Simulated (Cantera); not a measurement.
Charge: 1 mol BF3, 0.17 mol NH3, held at 727 °C and 27.0 mbar.

Cantera equilibrium calculation (NASA polynomials, part measured and part estimated; ideal gas, pure solids and liquids). Candidate condensed phases: B, BN; 31 gas species. Rates play no part.

Base state: BF3 0.743, H2 0.185, N2 0.0617, HF 0.0106, BHF2 7.20e-5 (mole fractions); condensed: BN(s).

### Question
What changes in the equilibrium state with this change: NH3 from 0.17 to 0.32 mol?

### Answer
```json
[
 {"species": "BF3", "before": "0.743", "after": "0.605"},
 {"species": "H2", "before": "0.185", "after": "0.286"},
 {"species": "N2", "before": "0.0617", "after": "0.0954"},
 {"species": "HF", "before": "0.0106", "after": "0.0132"},
 {"species": "BHF2", "before": "7.20e-5", "after": "7.27e-5"},
 {"species": "BN(s), mol", "before": "0.00468", "after": "0.00717"}
]
```
